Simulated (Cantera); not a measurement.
Charge: 1 mol SiO₂, 2.7 mol HBr, held at 1.33 mbar.

Method: chemical equilibrium by Gibbs-energy minimisation in Cantera with the NASA 1993 tables (ideal gas, pure condensed phases). Candidate condensed phases: Br₂, H₂O, Si, SiO₂; 28 gas species. The tables hold silica as quartz up to 1696 K and as liquid above; real silica turns to tridymite and cristobalite and melts near 1996 K. Kinetics and transport are ignored.

Q: At 1323 K, list the 5 most abundant gas species with their mole fractions, and the condensed phases.

A: HBr 0.920, Br 0.0526, H₂ 0.0266, Br₂ 0.000346, H₂O 4.30e-5. Condensed: SiO₂(β-quartz).
